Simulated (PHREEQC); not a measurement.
Solution (25 °C): 0.0011 mol/kgw H2SO4 and 0.0016 mol/kgw CuSO4. Closed to the air; pH follows from the charge balance.

Equilibrium calculation in PHREEQC: ion-association model, wateq4f.dat.

Each row changes one thing in this solution. No solid was allowed to form.

| case | pH | ionic strength (mol/kgw) | SO4-2 (mol/kgw) | Cu+2 (mol/kgw) | HSO4- (mol/kgw) | CuSO4 (mol/kgw) | SI of Chalcanthite (CuSO4:5H2O) | SI of Tenorite (CuO) |
|---|---|---|---|---|---|---|---|---|
| as made | 2.75 | 0.00802 | 0.00214 | 0.00132 | 0.000280 | 0.000279 | -3.22 | -5.15 |
| CuSO4 from 0.0016 to 0.008 mol/kgw | 2.84 | 0.0250 | 0.00626 | 0.00572 | 0.000564 | 0.00228 | -2.31 | -4.43 |
| diluted 2-fold with water | (withheld) | 0.00429 | 0.00117 | 0.000704 | 8.74e-5 | 9.65e-5 | -3.69 | (withheld) |
| temperature from 25 to 40 °C | 2.77 | 0.00782 | 0.00205 | 0.00131 | 0.000360 | 0.000289 | -3.30 | -4.58 |
| temperature from 25 to 35 °C | 2.77 | 0.00789 | 0.00208 | 0.00131 | 0.000331 | 0.000287 | -3.28 | -4.77 |

### Question
What belongs in the gaps?

### Answer

- diluted 2-fold with water, pH: 3.02
- diluted 2-fold with water, SI of Tenorite (CuO): -4.85

Away from 25 °C the constants follow the database's enthalpies or fits; those with neither stay at their 25 °C values.
